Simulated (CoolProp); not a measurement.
Vapour-liquid equilibrium of cyclohexane (1) + o-xylene (2) at 0.814 MPa; x and y are mole fractions of (1).

Model: multi-fluid Helmholtz-energy mixture model, Zhou 2014 and Zhou 2012; pair parameters Bell 2016, in CoolProp.

| x | bubble temperature (K) | y at the bubble point | dew temperature at overall composition x (K) | liquid density (mol/L) |
|---|---|---|---|---|
| 0.05 | 511.0 | 0.134 | 515.6 | 6.275 |
| 0.2 | 492.7 | 0.436 | 507.4 | 6.505 |
| 0.35 | 478.6 | 0.627 | 498.3 | 6.694 |
| 0.5 | 467.7 | 0.753 | 488.2 | 6.854 |
| 0.65 | 459.1 | 0.843 | 476.7 | 7.001 |
| 0.8 | 451.9 | 0.915 | 463.3 | 7.144 |
| 0.95 | 445.5 | 0.979 | 448.4 | 7.296 |

No azeotrope shows between x = 0.05 and 0.95.

Pair parameters are fitted to limited data, so mixtures are less certain than the pure fluids.
